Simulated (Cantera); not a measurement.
**Moist CO burnout**

An isothermal, constant-pressure homogeneous reactor starts with 0.0960 % CO, 2.78 % O₂, 1.15 % H₂O, 96.0 % N₂, at 1500 K and 750 Torr.

Model: GRI-Mech 3.0 (53 species, 325 reactions), integrated in Cantera.

```tsv
t (s)	x CO	x O₂	x H₂O	x O	x OH	x H₂
0.000200	0.000960	0.0278	0.0115	1.06e-8	3.40e-8	6.67e-10
0.000632	0.000959	0.0278	0.0115	7.38e-8	3.48e-7	1.44e-8
0.00200	0.000925	0.0278	0.0115	9.96e-6	3.82e-5	2.28e-6
0.00632	9.51e-5	0.0273	0.0114	7.42e-5	0.000164	1.54e-5
0.0200	3.48e-6	0.0273	0.0115	7.17e-6	5.21e-5	1.46e-6
0.0632	1.38e-7	0.0274	0.0115	1.42e-6	2.32e-5	2.79e-7
0.200	3.09e-8	0.0274	0.0115	7.07e-7	1.64e-5	1.39e-7
0.632	2.86e-8	0.0274	0.0115	6.75e-7	1.60e-5	1.33e-7
2.00	2.86e-8	0.0274	0.0115	6.75e-7	1.60e-5	1.33e-7
6.32	2.86e-8	0.0274	0.0115	6.75e-7	1.60e-5	1.33e-7
20.0	2.86e-8	0.0274	0.0115	6.75e-7	1.60e-5	1.33e-7
63.2	2.86e-8	0.0274	0.0115	6.75e-7	1.60e-5	1.33e-7
200	2.86e-8	0.0274	0.0115	6.75e-7	1.60e-5	1.33e-7
```
x: mole fraction; the columns are a selection and need not sum to one.

Equilibrium at this temperature and pressure: CO 2.87e-8, O₂ 0.0271, H₂O 0.0115, O 6.72e-7, OH 1.60e-5, H₂ 1.33e-7 (gas phase only).
